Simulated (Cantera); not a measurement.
Charge: 1 mol C6H6, 0.016 mol O2, 0.67 mol N2, equilibrated at 2423.15 K and 100 Pa.

Equilibrium computed with Cantera from the NASA thermochemical tables; the gas is ideal and each condensed phase is pure. Kinetics and transport are ignored.

```tsv
species	before	after
H2	0.455	0.810
N2	0.138	0.181
CO	0.00700	0.00864
H	0.379	0.000659
HCN	0.0146	0.000475
CN	0.000627	2.08e-9
C2H	0.000178	<1e-9
C3	0.000145	<1e-9
C	5.59e-5	<1e-9
C2	1.31e-5	<1e-9
C4H2	1.12e-5	<1e-9
C(graphite), mol	5.85	5.97
```
Gas species are given as mole fractions.

**Question.** Name the change that produced these shifts.
(A) pressure from 100 Pa to 100000 Pa
(B) temperature from 2423.15 K to 2250 K
(C) temperature from 2423.15 K to 1523.15 K
(D) temperature from 2423.15 K to 2700 K

**Answer.** C, temperature from 2423.15 K to 1523.15 K
